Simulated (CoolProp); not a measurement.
Acetone along the isotherm 242.45 °C: fugacity coefficient from the reference equation and from simpler models built on Tc = 235.0 °C, pc = 4.692 MPa, ω = 0.307; each cubic takes its own stable root.

Values from CoolProp's reference Helmholtz-energy equation of state, Lemmon 2006. It is a short technical equation, of lower accuracy than the large ones.

```tsv
p (MPa)	phase	reference
0.261	gas	0.9793
0.521	gas	0.9588
0.782	gas	0.9385
1.04	gas	0.9187
1.3	gas	0.8989
1.56	gas	0.8794
1.82	gas	0.8600
2.09	gas	0.8400
2.35	gas	0.8209
```

**Question.** How far does each simpler model (van der Waals, Redlich-Kwong, Soave-Redlich-Kwong, Peng-Robinson) lie from the reference over these 9 states: mean and median of the absolute difference, and the worst?

**Answer.** 
- van der Waals: mean 2.5 %, median 2.5 %, worst +4.5 % at 242.45 °C and 2.35 MPa
- Redlich-Kwong: mean 1.3 %, median 1.3 %, worst +2.4 % at 242.45 °C and 2.35 MPa
- Soave-Redlich-Kwong: mean 1.4 %, median 1.4 %, worst +2.6 % at 242.45 °C and 2.35 MPa
- Peng-Robinson: mean 0.4 %, median 0.4 %, worst +0.7 % at 242.45 °C and 2.35 MPa
